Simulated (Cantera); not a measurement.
# Catalytic combustion on Pt

An isothermal plug-flow reactor at 575 K and 3.50 bar (inlet), inlet velocity 0.87 m/s, active area per volume 130 1/m; feed H₂ : O₂ : N₂ : H₂O = 0.017 : 0.052 : 0.79 : 0.0084 (molar parts).

Detailed kinetics in Cantera: Deutschmann's 1995 Pt surface mechanism with GRI-Mech 3.0 gas chemistry. Catalytic surfaces can have several steady states; this one follows from the mechanism file's or the stated starting coverage. Mass transfer to the wall is taken as infinitely fast.

```csv
z (m),x H₂,x O₂,x H₂O,θ free Pt,θ O*,θ OH*
7.3e-05,0.0168,0.0586,0.0125,0.459,0.470,0.0697
0.00012,0.0154,0.0579,0.0140,0.425,0.504,0.0700
0.0002,0.0134,0.0570,0.0160,0.376,0.553,0.0700
0.00034,0.0109,0.0558,0.0185,0.312,0.618,0.0689
0.00056,0.00838,0.0546,0.0211,0.245,0.687,0.0660
0.00094,0.00595,0.0535,0.0235,0.178,0.761,0.0607
0.0016,0.00393,0.0525,0.0256,0.120,0.827,0.0530
0.0026,0.00258,0.0519,0.0270,0.0794,0.875,0.0451
0.0044,0.00158,0.0514,0.0280,0.0493,0.914,0.0367
0.0073,0.000975,0.0511,0.0286,0.0305,0.940,0.0295
```
x: gas mole fraction; θ: surface coverage.
